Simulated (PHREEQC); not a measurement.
Reverse-osmosis permeate (model solution)

Model water analysis in mmol/kgw, 78 °C, pH 6.96, pe -0.6:

```json
[
 {"constituent": "Na", "mmol/kgw": "0.0441"},
 {"constituent": "K", "mmol/kgw": "0.000476"},
 {"constituent": "Ca", "mmol/kgw": "0.0101"},
 {"constituent": "Mg", "mmol/kgw": "0.0162"},
 {"constituent": "Cl", "mmol/kgw": "0.0748"},
 {"constituent": "S(6)", "mmol/kgw": "0.00233"},
 {"constituent": "Alkalinity (meq/kgw)", "mmol/kgw": "0.0189"},
 {"constituent": "Ba", "mmol/kgw": "2.69e-05"}
]
```

Valence states are taken as typed.

Computed with PHREEQC (ion-association model, phreeqc.dat).

- ionic strength: 0.000126 mol/kgw
- charge-balance error: -0.6 %

| species | molality | activity | log γ |
|---|---|---|---|
| Cl- | 7.48e-5 | 7.37e-5 | -0.006 |
| Na+ | 4.41e-5 | 4.35e-5 | -0.006 |
| HCO3- | 1.68e-5 | 1.65e-5 | -0.006 |
| Mg+2 | 1.61e-5 | 1.52e-5 | -0.025 |
| Ca+2 | 1.01e-5 | 9.52e-6 | -0.025 |
| CO2 | 3.89e-6 | 3.89e-6 | 0.000 |
| SO4-2 | 2.30e-6 | 2.17e-6 | -0.025 |
| OH- | 2.18e-6 | 2.15e-6 | -0.006 |
| K+ | 4.76e-7 | 4.69e-7 | -0.006 |
| H+ | 1.11e-7 | 1.10e-7 | -0.006 |
| MgOH+ | 2.98e-8 | 2.94e-8 | -0.006 |
| Ba+2 | 2.68e-8 | 2.53e-8 | -0.025 |
| MgSO4 | 2.47e-8 | 2.47e-8 | 0.000 |

Precipitation was switched off in this run. Away from 25 °C the constants follow the database's enthalpies or fits; those with neither stay at their 25 °C values.
